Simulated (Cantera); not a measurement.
A closed system holds: 1 mol CH3SiCl3, 0.047 mol C2H2, 2.9 mol H2, 0.89 mol C3H8, equilibrated at 2175 K and 1000 Pa.

These are equilibrium values from Cantera (NASA tables, ideal gas, pure condensed phases), not measurements of a reactor. Candidate condensed phases: C, C6H6, C7H8, C8H18, Si, SiC; 109 gas species. The feed counts by its element totals alone. The tables' values for SiCl, SiCl3 are old estimates; treat these amounts as uncertain. Gases not in the tables: Si2H6 and higher silanes. Equilibrium is a limit: real reactors are often held back by kinetics, nucleation or transport.

Base state: H2 0.668, HCl 0.255, H 0.0399, SiCl2 0.0192, Cl 0.0111, Si 0.00287, C2H2 (acetylene) 0.00149, SiCl 0.00122 (mole fractions); condensed: C(graphite) + SiC(s).

Task: What changes in the equilibrium state with this change: pressure from 1000 Pa to 68000 Pa?

Result: 
```tsv
species	before	after
H2	0.668	0.701
HCl	0.255	0.270
SiCl2	0.0192	0.0204
H	0.0399	0.00496
Cl	0.0111	0.00139
SiCl4	2.88e-7	2.22e-5
SiHCl3	4.04e-7	3.09e-5
C(graphite), mol	2.96	2.94
SiC(s), mol	0.764	0.795
```
The tables' values for SiCl3, SiCl are old estimates; treat these amounts as uncertain.
